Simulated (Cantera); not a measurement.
Cantera run, input and output.

```python
import numpy as np
import cantera as ct

gas = ct.Solution("gri30.yaml")
gas.TPX = 1600, 100000, {'CH4': 1, 'C2H6': 0.074, 'C3H8': 0.068, 'O2': 1.53, 'N2': 5.75}
reactor = ct.IdealGasReactor(gas, energy="on", clone=False)
net = ct.ReactorNet([reactor])
net.rtol, net.atol = 1e-08, 1e-16
show = ['CH4', 'C2H6', 'C3H8', 'H2', 'N2O', 'NO2']
times = np.geomspace(1e-06, 0.1, 14)

steps = ct.SolutionArray(gas, extra=["t"])
rows = []
print(f"{'t/s':>10s}{'T/K':>9s}{'P/Pa':>11s}" + "".join(f"{s:>11s}" for s in show))
for t in times:
    while net.time < t:
        t_next = net.step()
        steps.append(gas.state, t=t_next)
    rows.append([np.interp(t, steps.t, y) for y in (steps.T, steps.P, *steps(*show).X.T)])
    print(f"{t:10.3e}{rows[-1][0]:9.1f}{rows[-1][1]:11.4g}" + "".join(f"{x:11.3e}" for x in rows[-1][2:]))
rate = np.gradient(steps.T, steps.t)
print("integrator steps:", len(steps.t))
if steps.T.max() > steps.T[0] + 200:
    print(f"time of steepest temperature rise: {steps.t[rate.argmax()]:.4e} s")
gas.TPX = 1600, 100000, {'CH4': 1, 'C2H6': 0.074, 'C3H8': 0.068, 'O2': 1.53, 'N2': 5.75}
gas.equilibrate("UV")
print(f"equilibrium (UV): T = {gas.T:.1f} K  " + "  ".join(f"{s} {gas[s].X[0]:.3e}" for s in show))
```

Output:

```
       t/s      T/K       P/Pa        CH4       C2H6       C3H8         H2        N2O        NO2
 1.000e-06   1598.9  9.995e+04  1.187e-01  8.755e-03  7.993e-03  1.514e-05  3.980e-12  5.593e-19
 2.424e-06   1597.3  9.987e+04  1.186e-01  8.699e-03  7.867e-03  7.394e-05  3.592e-11  4.698e-17
 5.878e-06   1594.0  9.972e+04  1.183e-01  8.546e-03  7.539e-03  2.868e-04  2.429e-10  1.981e-15
 1.425e-05   1590.6  9.969e+04  1.170e-01  8.227e-03  6.663e-03  1.161e-03  9.744e-10  5.554e-14
 3.455e-05   1604.9  1.011e+05  1.119e-01  7.726e-03  4.422e-03  4.923e-03  3.359e-09  1.543e-12
 8.377e-05   2101.1   1.42e+05  4.410e-02  4.455e-04  2.537e-06  6.198e-02  7.450e-08  4.591e-10
 2.031e-04   2924.2   2.13e+05  2.777e-12  4.059e-24  1.377e-35  9.923e-02  1.487e-07  6.158e-08
 4.924e-04   2918.5  2.127e+05  2.829e-12  4.199e-24  1.428e-35  9.986e-02  1.643e-07  1.212e-07
 1.194e-03   2916.1  2.125e+05  2.879e-12  4.330e-24  1.490e-35  1.002e-01  1.775e-07  1.514e-07
 2.894e-03   2915.9  2.125e+05  2.883e-12  4.338e-24  1.494e-35  1.002e-01  1.784e-07  1.533e-07
 7.017e-03   2915.9  2.125e+05  2.883e-12  4.338e-24  1.494e-35  1.002e-01  1.784e-07  1.533e-07
 1.701e-02   2915.9  2.125e+05  2.883e-12  4.338e-24  1.494e-35  1.002e-01  1.784e-07  1.533e-07
 4.125e-02   2915.9  2.125e+05  2.883e-12  4.338e-24  1.494e-35  1.002e-01  1.784e-07  1.533e-07
 1.000e-01   2915.9  2.125e+05  2.883e-12  4.338e-24  1.494e-35  1.002e-01  1.784e-07  1.533e-07
integrator steps: 1604
time of steepest temperature rise: 8.7725e-05 s
equilibrium (UV): T = 2915.9 K  CH4 3.343e-12  C2H6 5.697e-24  C3H8 2.196e-35  H2 1.002e-01  N2O 1.784e-07  NO2 1.533e-07
```

Detailed kinetics in Cantera: GRI-Mech 3.0 (53 species, 325 reactions).
